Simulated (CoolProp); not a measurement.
Carbonyl sulfide at 298.15 K and 1.08 MPa is compressed adiabatically to 6.07 MPa with isentropic efficiency 0.8. Each further row changes one setting.

The numbers come from the reference Helmholtz-energy equation of state, Lemmon 2006 in CoolProp. It is a short technical equation, of lower accuracy than the large ones.

| case | work (kJ/kg) | final temperature (K) | final density (kg/m³) |
|---|---|---|---|
| as stated | (withheld) | (withheld) | (withheld) |
| efficiency 1 | (withheld) | (withheld) | (withheld) |
| efficiency 0.65 | (withheld) | (withheld) | 112 |

### Question
Some entries are withheld; supply them.

### Answer

- as stated, work (kJ/kg): 87.9
- as stated, final temperature (K): 451.6
- as stated, final density (kg/m³): 122
- efficiency 1, work (kJ/kg): 70.4
- efficiency 1, final temperature (K): 435.5
- efficiency 1, final density (kg/m³): 132
- efficiency 0.65, work (kJ/kg): 108
- efficiency 0.65, final temperature (K): 471.2
